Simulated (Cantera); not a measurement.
Input: 1 mol Si3N4, 0.16 mol O2, a varied amount of H2, at 10.0 mbar.

Cantera equilibrium calculation (NASA polynomials, part measured and part estimated; ideal gas, pure solids and liquids). Candidate condensed phases: H2O, Si, SiO2, Si2N2O, Si3N4; 35 gas species. Mutual solubility and eutectic melting of coexisting phases are not modelled. Kinetics and transport are ignored.

Stable condensed phases, one row left out:

```
T in K \ n(H2) in mol
         4.7  14  24  34  43  53  63  72  82  91
   2098    A   A   A   A   A   A   A   A   A   A
   1948    A   A   A   A   A   A   A   A   A   A
   1798    A   A   A   A   A   A   A   A   A   A
   1648    B   B   B   C   C   C   A   A   A   A
   1498    D   D   B   B   B   B   B   B   B   B
   1198    D   D   D   D   D   D   D   D   D   D
   1048    D   D   D   D   D   D   D   D   D   D
    898    D   D   D   D   D   D   D   D   D   D
```

A: Si; B: Si + Si2N2O + Si3N4; C: Si + Si2N2O; D: Si2N2O + Si3N4.

### Question
Give the row for 1348 K.

### Answer
4.7: Si2N2O + Si3N4; 14: Si2N2O + Si3N4; 24: Si2N2O + Si3N4; 34: Si2N2O + Si3N4; 43: Si2N2O + Si3N4; 53: Si2N2O + Si3N4; 63: Si2N2O + Si3N4; 72: Si2N2O + Si3N4; 82: Si2N2O + Si3N4; 91: Si2N2O + Si3N4.
